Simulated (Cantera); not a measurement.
An isothermal, constant-pressure homogeneous reactor starts with 57.6 % NH3, 42.4 % H2, at 1500 K and 1.00 atm.

Cantera simulation using the gas-phase N/H chemistry of the illustrative SiF4/NH3 mechanism in the Surface Chemkin manual (1991); the numbers are that mechanism's predictions, not measurements. Walls and surfaces, which speed up NH3 decomposition in real reactors, are not modelled.

Problem. Predict: x(NH3) at 20.0 s; x(H2) at 20.0 s; x(NH) at 20.0 s; x(NH2) at 20.0 s.

Solution. x(NH3) at 20.0 s: 0.438 (gas-phase equilibrium 1.95e-5)
x(H2) at 20.0 s: 0.519 (gas-phase equilibrium 0.817)
x(NH) at 20.0 s: 3.43e-8 (gas-phase equilibrium 1.58e-12)
x(NH2) at 20.0 s: 1.86e-5 (gas-phase equilibrium 8.39e-10)
